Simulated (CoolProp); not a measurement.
Saturated liquid density (kg/m³) of sulfur hexafluoride: the reference equation beside estimates from Tc = 318.7 K, pc = 3.755 MPa, ω = 0.210.

Model: reference Helmholtz-energy equation of state, Guder 2009, in CoolProp.

```
T (K)  reference  van der Waals  Soave-Redlich-Kwong
-----  ---------  -------------  -------------------
252.1       1693           1078                 1588
256.7       1666           1060                 1555
261.2       1638           1041                 1521
265.7       1609           1021                 1485
270.3       1578           1000                 1446
274.8       1546          978.7                 1406
279.3       1512          955.9                 1364
283.9       1476          931.3                 1318
288.4       1437          905.5                 1270
292.9       1395          877.8                 1218
297.5       1347          846.8                 1159
302         1295          813.0                 1095
306.5       1233          774.5                 1023
311.1       1154          726.8                934.2
```

Absolute difference from the reference over all 14 rows, mean and median: van der Waals 36.8 and 36.8 %, Soave-Redlich-Kwong 11.1 and 10.2 %.
